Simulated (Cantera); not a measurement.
Input: 1 mol Al₂O₃, 8.4 mol Cl₂, 0.18 mol O₂, held at 0.100 bar.

Equilibrium computed with Cantera from the NASA thermochemical tables; the gas is ideal and each condensed phase is pure. Candidate condensed phases: Al, AlCl₃, Al₂O₃; 17 gas species. Equilibrium is a limit: real reactors are often held back by kinetics, nucleation or transport.

Problem. At 950 °C, list the 5 most abundant gas species with their mole fractions, and the condensed phases.

Solution. Cl₂ 0.960, O₂ 0.0209, Cl 0.0185, AlCl₃ 0.000147, ClO 3.19e-5. Condensed: Al₂O₃(s).
